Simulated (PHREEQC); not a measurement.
Dissolve 0.0066 mol KOH, 7.4e-05 mol H4SiO4 and 0.00056 mol KH2PO4 per kg of water at 26 °C. Closed to the air; pH follows from the charge balance.

The numbers come from PHREEQC with the ion-association model, phreeqc.dat.

This is a speciation only: nothing precipitates in the calculation.

Q: Order these Si species by the share of Si that they hold, largest first: H4SiO4, H3SiO4-, H2SiO4-2.

A: H3SiO4- (94 %), H2SiO4-2 (4.3 %), H4SiO4 (1.2 %)

Q: Order these P species by the share of P that they hold, largest first: PO4-3, KHPO4-, HPO4-2.

A: HPO4-2 (73 %), PO4-3 (26 %), KHPO4- (0.70 %)

The pH is 11.69 and the ionic strength 0.00801 mol/kgw.
